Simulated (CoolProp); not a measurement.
Vapour-liquid equilibrium of R143a (1) + dimethyl ether (2) at 184.8 K; x and y are mole fractions of (1).

Model: multi-fluid Helmholtz-energy mixture model, Lemmon and Jacobsen 2000 and Wu 2011; pair parameters Bell 2016, in CoolProp.

### Question
Give the bubble pressure and the first vapour's composition at x = 0.05, 0.875, 0.95. Is there an azeotrope?

### Answer
x = 0.05: 2.486 kPa, y = 0.224; x = 0.875: 7.895 kPa, y = 0.960; x = 0.95: 8.332 kPa, y = 0.984. No azeotrope shows between x = 0.05 and 0.95.

The pair parameters rest on a limited set of measurements; away from them the model extrapolates.
